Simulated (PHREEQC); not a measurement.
# Spent oxide etchant: speciation

Make-up at 70 °C: 0.046 mol/kgw HF, 0.00055 mol/kgw (NH4)2SiF6 and 0.00046 mol/kgw H3AsO4. Closed to the air; pH follows from the charge balance.

Computed with PHREEQC (ion-association model, wateq4f.dat).

No solid was allowed to form.

Task: What pH does the model give?

Result: pH 2.43.

Task: In which forms is F present?

Result: HF 81 %, SiF6-2 6.7 %, F- 6.6 %, H2F2 3.0 %, HF2- 2.3 % of the F.

Away from 25 °C the constants follow the database's enthalpies or fits; those with neither stay at their 25 °C values. SiF6-2 is the database's only silicon fluoride.
